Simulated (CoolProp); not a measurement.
Properties of normal hydrogen along the isobar 16.4 bar (Tc = -240.0 °C, pc = 12.96 bar, ω = -0.219).

Values from CoolProp's reference Helmholtz-energy equation of state, Leachman 2009.

```json
[
 {"T (°C)": "-251.35", "phase": "liquid", "cv (kJ/(kg K))": "5.770", "speed of sound (m/s)": "1157", "Joule-Thomson coefficient (K/MPa)": "-0.9472", "expansivity (1/kK)": "15.41", "Prandtl number": "1.24"},
 {"T (°C)": "-234.15", "phase": "supercritical", "cv (kJ/(kg K))": "6.891", "speed of sound (m/s)": "472.6", "Joule-Thomson coefficient (K/MPa)": "5.919", "expansivity (1/kK)": "78.51", "Prandtl number": "[?]"},
 {"T (°C)": "-216.95", "phase": "supercritical", "cv (kJ/(kg K))": "6.425", "speed of sound (m/s)": "617.3", "Joule-Thomson coefficient (K/MPa)": "3.509", "expansivity (1/kK)": "23.92", "Prandtl number": "[?]"},
 {"T (°C)": "-199.75", "phase": "supercritical", "cv (kJ/(kg K))": "6.535", "speed of sound (m/s)": "713.4", "Joule-Thomson coefficient (K/MPa)": "2.254", "expansivity (1/kK)": "15.62", "Prandtl number": "0.688"},
 {"T (°C)": "-182.65", "phase": "supercritical", "cv (kJ/(kg K))": "6.877", "speed of sound (m/s)": "787.2", "Joule-Thomson coefficient (K/MPa)": "1.494", "expansivity (1/kK)": "11.90", "Prandtl number": "0.679"},
 {"T (°C)": "-165.45", "phase": "supercritical", "cv (kJ/(kg K))": "[?]", "speed of sound (m/s)": "848.8", "Joule-Thomson coefficient (K/MPa)": "0.9936", "expansivity (1/kK)": "9.688", "Prandtl number": "0.680"},
 {"T (°C)": "-148.25", "phase": "supercritical", "cv (kJ/(kg K))": "7.840", "speed of sound (m/s)": "903.1", "Joule-Thomson coefficient (K/MPa)": "0.6537", "expansivity (1/kK)": "8.209", "Prandtl number": "0.682"},
 {"T (°C)": "-131.15", "phase": "supercritical", "cv (kJ/(kg K))": "8.300", "speed of sound (m/s)": "952.9", "Joule-Thomson coefficient (K/MPa)": "[?]", "expansivity (1/kK)": "7.145", "Prandtl number": "0.683"}
]
```

Problem. Complete the blanks.

Solution. 
- -234.15, Prandtl number: 1.18
- -216.95, Prandtl number: 0.735
- -165.45, cv (kJ/(kg K)): 7.345
- -131.15, Joule-Thomson coefficient (K/MPa): 0.4163

Viscosity comes from a separate model (Muzny 2013). Thermal conductivity comes from a separate model (Assael 2011).
